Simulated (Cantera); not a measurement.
Cantera run:

```python
import numpy as np
import cantera as ct

gas_names = """
    Cu CuF CuF2 Cu2 F F2 H HF H2 H2F2 H3F3 H4F4 H5F5 H6F6 H7F7 N NF NF2 NF3 NH NH2 NH3 N2 N2H2 N2H4
""".split()
cond_names = """
    Cu(cr) Cu(L) CuF2(s) CuF2(L)
""".split()


# ... load() reads the species with a 1 bar reference pressure and builds the phases ...
atoms = {
    'Cu': {'Cu': 1},
    'HF': {'H': 1, 'F': 1},
    'N2': {'N': 2},
}
top_T = {}  # K; cautious upper limits of use, not melting points


# ... equilibrate(T, P, feed) seeds the gas with the atoms and calls Mixture.equilibrate('TP', solver="vcs", rtol=1e-11, max_steps=5000) ...
results = []
feed = {'Cu': 1, 'HF': 2.9, 'N2': 2.5}  # mol
P = 59000  # Pa
for T in [1223, 1273, 1323, 1373, 1423, 1473, 1523]:
    mix = equilibrate(T, P, feed)
    results.append((T, P, feed, dict(zip(mix.species_names, mix.species_moles))))

top = {s: max(r[3][s] / sum(r[3][g] for g in gas_names) for r in results) for s in gas_names}
cols = sorted((s for s in top if top[s] > 1e-05), key=lambda s: -top[s])[:8]
seen = [c for c in cond_names if any(r[3].get(c, 0) > 1e-12 for r in results)]
print("log10 of partial pressures in bar; condensed amounts in mol")
print(f"{'T/K':>10s}" + "".join(f"{s[:9]:>10s}" for s in cols + seen))
for T, P, feed, n in results:
    ng = sum(n[g] for g in gas_names)
    print(f"{T:10.4g}" + "".join(f"{np.log10(max(n[s] / ng * P / 1e5, 1e-99)):10.3f}" for s in cols)
          + "".join(f"{n.get(c, 0):10.4g}" for c in seen))
```

It prints:

```
log10 of partial pressures in bar; condensed amounts in mol
       T/K        HF        N2       CuF        H2        Cu    Cu(cr)     Cu(L)
      1223    -0.499    -0.564    -4.798    -5.094    -7.639    0.9999         0
      1273    -0.499    -0.564    -4.513    -4.810    -7.084    0.9997         0
      1323    -0.499    -0.564    -4.250    -4.548    -6.571    0.9995         0
      1373    -0.499    -0.564    -4.011    -4.309    -6.102         0    0.9991
      1423    -0.499    -0.564    -3.797    -4.096    -5.679         0    0.9985
      1473    -0.500    -0.564    -3.598    -3.898    -5.286         0    0.9976
      1523    -0.500    -0.564    -3.413    -3.713    -4.919         0    0.9963
```

These are equilibrium values from Cantera (NASA tables, ideal gas, pure condensed phases), not measurements of a reactor.
